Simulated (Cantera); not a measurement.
Input: 1 mol Al2O3, 1.6 mol HCl, 0.013 mol O2, equilibrated at 0.100 bar.

Equilibrium computed with Cantera from the NASA thermochemical tables; the gas is ideal and each condensed phase is pure. Candidate condensed phases: Al, AlCl3, Al2O3, H2O; 29 gas species. Rates play no part. All values below are at 1148 K.

Base state: HCl 0.967, H2O 0.0162, Cl2 0.0156, Cl 0.00106, O2 4.00e-5 (mole fractions); condensed: Al2O3(s).

**Question.** What changes in the equilibrium state with this change: pressure from 0.100 bar to 13.3 mbar?

**Answer.** 
| species | before | after |
|---|---|---|
| HCl | 0.967 | 0.967 |
| H2O | 0.0162 | 0.0157 |
| Cl2 | 0.0156 | 0.0144 |
| Cl | 0.00106 | 0.00278 |
| O2 | 4.00e-5 | 0.000240 |
| Al2O3(s), mol | 1.000 | 1.000 |
